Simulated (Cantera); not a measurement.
An isothermal plug-flow reactor at 450 K and 4.93 atm (inlet), inlet velocity 0.41 m/s, active area per volume 360 1/m; feed 0.598 % H2, 8.62 % O2, 90.8 % N2.

Computed with Cantera and Deutschmann's 1995 Pt surface mechanism with GRI-Mech 3.0 gas chemistry. Catalytic surfaces can have several steady states; this one follows from the mechanism file's or the stated starting coverage. Mass transfer to the wall is taken as infinitely fast.

One state of this run: x H2 = 0.00134; x O2 = 0.0841; x H2O = 0.00465; θ free Pt = 0.0217; θ O* = 0.919; θ OH* = 0.0590. x: gas mole fraction; θ: surface coverage.

**Question.** Which value of z (m) does it belong to?
(A) 0.00034
(B) 0.0016
(C) 0.00016
(D) 0.0034

**Answer.** B, 0.0016
